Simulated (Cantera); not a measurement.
Input (Python, Cantera):

```python
import numpy as np
import cantera as ct

gas = ct.Solution("gri30.yaml")
gas.TPX = 1148, 2000, {'N2O': 1, 'H2O': 0.036}
reactor = ct.IdealGasConstPressureReactor(gas, energy="off", clone=False)
net = ct.ReactorNet([reactor])
net.rtol, net.atol = 1e-08, 1e-18
show = ['N2O', 'H2O', 'N2', 'NO2', 'NO', 'H2', 'OH']
times = np.geomspace(3e-06, 300, 13)

steps = ct.SolutionArray(gas, extra=["t"])
rows = []
print(f"{'t/s':>10s}{'T/K':>9s}{'P/Pa':>11s}" + "".join(f"{s:>11s}" for s in show))
for t in times:
    while net.time < t:
        t_next = net.step()
        steps.append(gas.state, t=t_next)
    rows.append([np.interp(t, steps.t, y) for y in (steps.T, steps.P, *steps(*show).X.T)])
    print(f"{t:10.3e}{rows[-1][0]:9.1f}{rows[-1][1]:11.4g}" + "".join(f"{x:11.3e}" for x in rows[-1][2:]))
rate = np.gradient(steps.T, steps.t)
print("integrator steps:", len(steps.t))
if steps.T.max() > steps.T[0] + 200:
    print(f"time of steepest temperature rise: {steps.t[rate.argmax()]:.4e} s")
gas.TPX = 1148, 2000, {'N2O': 1, 'H2O': 0.036}
gas.equilibrate("TP")
print(f"equilibrium (TP): T = {gas.T:.1f} K  " + "  ".join(f"{s} {gas[s].X[0]:.3e}" for s in show))
```

Output:

```
       t/s      T/K       P/Pa        N2O        H2O         N2        NO2         NO         H2         OH
 3.000e-06   1148.0       2000  9.653e-01  3.475e-02  7.501e-09  7.888e-24  5.165e-12  1.902e-23  1.829e-12
 1.392e-05   1148.0       2000  9.653e-01  3.475e-02  3.528e-08  3.466e-21  1.096e-10  3.071e-21  3.879e-11
 6.463e-05   1148.0       2000  9.653e-01  3.475e-02  1.732e-07  1.497e-18  2.259e-09  4.653e-18  7.993e-10
 3.000e-04   1148.0       2000  9.652e-01  3.475e-02  9.615e-07  5.241e-16  3.971e-08  4.133e-15  1.400e-08
 1.392e-03   1148.0       2000  9.652e-01  3.475e-02  5.777e-06  2.783e-13  4.273e-07  9.440e-13  1.479e-07
 6.463e-03   1148.0       2000  9.652e-01  3.475e-02  2.971e-05  2.101e-10  2.504e-06  6.380e-11  7.867e-07
 3.000e-02   1148.0       2000  9.650e-01  3.474e-02  1.421e-04  7.954e-08  1.206e-05  1.906e-09  2.493e-06
 1.392e-01   1148.0       2000  9.642e-01  3.473e-02  6.710e-04  5.831e-06  5.084e-05  1.977e-08  4.354e-06
 6.463e-01   1148.0       2000  9.604e-01  3.469e-02  3.147e-03  6.340e-05  1.976e-04  5.050e-08  6.123e-06
 3.000e+00   1148.0       2000  9.431e-01  3.449e-02  1.442e-02  2.715e-04  8.845e-04  2.450e-08  8.029e-06
 1.392e+01   1148.0       2000  8.689e-01  3.362e-02  6.272e-02  4.720e-04  4.300e-03  1.391e-08  1.010e-05
 6.463e+01   1148.0       2000  6.106e-01  3.059e-02  2.309e-01  3.941e-04  1.650e-02  1.340e-08  1.079e-05
 3.000e+02   1148.0       2000  1.572e-01  2.528e-02  5.261e-01  1.115e-04  3.780e-02  1.996e-08  9.906e-06
integrator steps: 1576
equilibrium (TP): T = 1148.0 K  N2O 1.369e-09  H2O 2.344e-02  N2 6.510e-01  NO2 5.659e-07  NO 1.469e-04  H2 1.201e-09  OH 2.061e-06
```

Computed with Cantera and GRI-Mech 3.0 (53 species, 325 reactions). GRI-Mech 3.0 was tuned for natural gas; its chemistry of N2O as a main component is partial and can be far from experiment. Radical loss at walls, strong at low pressure, is not modelled. The mechanism lacks the step 2 NO + O2 → 2 NO2, which can matter for NO2 below about 1400 K. The temperature is held fixed by assumption; the heat of reaction is taken as removed at once.
